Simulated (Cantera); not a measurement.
A Cantera script and what it prints.

```python
import numpy as np
import cantera as ct

gas_names = [...]  # 49 gases of nasa_gas.yaml made of Cl, F, H, N, Si
cond_names = """
    NH4CL(a) NH4CL(b) Si(cr) Si(L) Si3N4(a)
""".split()


# ... load() reads the species with a 1 bar reference pressure and builds the phases ...
atoms = {
    'Si': {'Si': 1},
    'HCl': {'H': 1, 'CL': 1},
    'N2': {'N': 2},
    'NF3': {'N': 1, 'F': 3},
}
top_T = {'Si3N4(a)': 2400}  # K; cautious upper limits of use, not melting points


# ... equilibrate(T, P, feed) seeds the gas with the atoms and calls Mixture.equilibrate('TP', solver="vcs", rtol=1e-11, max_steps=5000) ...
results = []
feed = {'Si': 1, 'HCl': 3.3, 'N2': 0.28, 'NF3': 5.5}  # mol
P = 13332.2  # Pa
for T in [1223, 1273, 1323, 1373, 1423, 1473, 1523, 1573, 1623, 1673, 1723]:
    mix = equilibrate(T, P, feed)
    results.append((T, P, feed, dict(zip(mix.species_names, mix.species_moles))))
    x = sorted(zip(gas.X, gas.species_names), reverse=True)
    print(f"T = {T:g} K  P = {P:g} Pa  gas = {mix.phase_moles(0):.4g} mol")
    print("   x: " + "  ".join(f"{s} {v:.3e}" for v, s in x if v > 1e-05))
    print("   condensed (mol): " + ("  ".join(f"{mix.phase(i).name} {mix.phase_moles(i):.4g}"
          for i in range(1, mix.n_phases) if mix.phase_moles(i) > 1e-12) or "none"))
```

Output:

```
T = 1223 K  P = 13332.2 Pa  gas = 15.99 mol
   x: F 3.018e-01  HF 2.063e-01  CLF 2.062e-01  N2 1.894e-01  SiF4 6.252e-02  F2 3.358e-02  CL 7.370e-05  CL2 2.024e-05
   condensed (mol): none
T = 1273 K  P = 13332.2 Pa  gas = 16.2 mol
   x: F 3.237e-01  HF 2.037e-01  CLF 2.034e-01  N2 1.870e-01  SiF4 6.171e-02  F2 2.034e-02  CL 1.841e-04  CL2 4.799e-05
   condensed (mol): none
T = 1323 K  P = 13332.2 Pa  gas = 16.34 mol
   x: F 3.373e-01  HF 2.020e-01  CLF 2.013e-01  N2 1.854e-01  SiF4 6.120e-02  F2 1.220e-02  CL 4.407e-04  CL2 1.124e-04
   condensed (mol): none
T = 1373 K  P = 13332.2 Pa  gas = 16.43 mol
   x: F 3.458e-01  HF 2.009e-01  CLF 1.993e-01  N2 1.844e-01  SiF4 6.087e-02  F2 7.392e-03  CL 1.004e-03  CL2 2.542e-04
   condensed (mol): none
T = 1423 K  P = 13332.2 Pa  gas = 16.5 mol
   x: F 3.517e-01  HF 2.000e-01  CLF 1.968e-01  N2 1.836e-01  SiF4 6.061e-02  F2 4.577e-03  CL 2.165e-03  CL2 5.458e-04
   condensed (mol): none
T = 1473 K  P = 13332.2 Pa  gas = 16.57 mol
   x: F 3.568e-01  HF 1.991e-01  CLF 1.925e-01  N2 1.828e-01  SiF4 6.034e-02  CL 4.400e-03  F2 2.918e-03  CL2 1.095e-03
   condensed (mol): none
T = 1523 K  P = 13332.2 Pa  gas = 16.67 mol
   x: F 3.625e-01  HF 1.979e-01  CLF 1.855e-01  N2 1.818e-01  SiF4 5.998e-02  CL 8.377e-03  CL2 2.021e-03  F2 1.925e-03
   condensed (mol): none
T = 1573 K  P = 13332.2 Pa  gas = 16.81 mol
   x: F 3.699e-01  HF 1.963e-01  N2 1.802e-01  CLF 1.747e-01  SiF4 5.947e-02  CL 1.485e-02  CL2 3.372e-03  F2 1.317e-03
   condensed (mol): none
T = 1623 K  P = 13332.2 Pa  gas = 17.02 mol
   x: F 3.794e-01  HF 1.939e-01  N2 1.781e-01  CLF 1.595e-01  SiF4 5.877e-02  CL 2.441e-02  CL2 5.029e-03  F2 9.343e-04
   condensed (mol): none
T = 1673 K  P = 13332.2 Pa  gas = 17.28 mol
   x: F 3.907e-01  HF 1.910e-01  N2 1.754e-01  CLF 1.405e-01  SiF4 5.788e-02  CL 3.719e-02  CL2 6.670e-03  F2 6.837e-04
   condensed (mol): none
T = 1723 K  P = 13332.2 Pa  gas = 17.59 mol
   x: F 4.030e-01  HF 1.876e-01  N2 1.723e-01  CLF 1.191e-01  SiF4 5.686e-02  CL 5.270e-02  CL2 7.900e-03  F2 5.126e-04
   condensed (mol): none
```

These are equilibrium values from Cantera (NASA tables, ideal gas, pure condensed phases), not measurements of a reactor.
